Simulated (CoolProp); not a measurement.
Vapour-liquid equilibrium of carbon dioxide (1) + sulfur dioxide (2) at 232.7 K; x and y are mole fractions of (1).

Computed with CoolProp (multi-fluid Helmholtz-energy mixture model, Span 1996 and Gao 2016; pair parameters Bell 2016).

```csv
x,bubble pressure (MPa),y at the bubble point,dew pressure at overall composition x (MPa),liquid density (mol/L)
0.05,0.08515,0.761,0.02213,24.15
0.2,0.2689,0.932,0.02624,24.50
0.35,0.4307,0.963,0.03220,24.83
0.5,0.5680,0.976,0.04167,25.11
0.65,0.6878,0.984,0.05900,25.34
0.8,0.8041,0.990,0.1010,25.47
0.95,0.9361,0.997,0.3450,25.45
```

No azeotrope shows between x = 0.05 and 0.95.

Pair parameters are fitted to limited data, so mixtures are less certain than the pure fluids.
